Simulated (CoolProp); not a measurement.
A simple Rankine cycle with methanol: condensing at 293.15 K, boiler at 0.367 MPa, turbine inlet 376.3 K, turbine efficiency 0.65, pump efficiency 0.6, no recuperator. Each further row changes one setting.

Computed with CoolProp (reference Helmholtz-energy equation of state, de Reuck 1993).

```tsv
case	thermal efficiency (%)	net work (kJ/kg)	heat in (kJ/kg)	turbine exit temperature (K)	volume ratio over the turbine
as stated	12.9	163	1260	293.1	21.9
turbine inlet 396.3 K	13.1	172	1320	293.1	21.0
condensing temperature 285.15 K	14.2	181	1280	285.2	33.2
boiler pressure 0.257 MPa	11.7	150	1280	293.1	15.3
turbine efficiency 0.55	10.9	137	1260	293.1	22.4
```

The expansion ends wet for: as stated; turbine inlet 396.3 K; condensing temperature 285.15 K; boiler pressure 0.257 MPa; turbine efficiency 0.55.
